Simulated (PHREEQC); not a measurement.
A solution holds 0.12 mol CaCl2, 1.6e-05 mol CO2 and 0.0006 mol KCl per kg of water, at 50 °C. Closed to the air; pH follows from the charge balance.

All values are PHREEQC results (ion-association model, wateq4f.dat), not measurements.

Problem. The ionic strength comes out as 0.361 mol/kgw. What activity coefficients do K+, CaHCO3+, HCO3-, Cl-, H+ get?

Solution. K+ 0.65, CaHCO3+ 0.71, HCO3- 0.70, Cl- 0.65, H+ 0.77.

No solid was allowed to form. Species that the database lacks are ignored. At this temperature some constants are extrapolated from 25 °C, and those without enthalpy data are left unchanged.
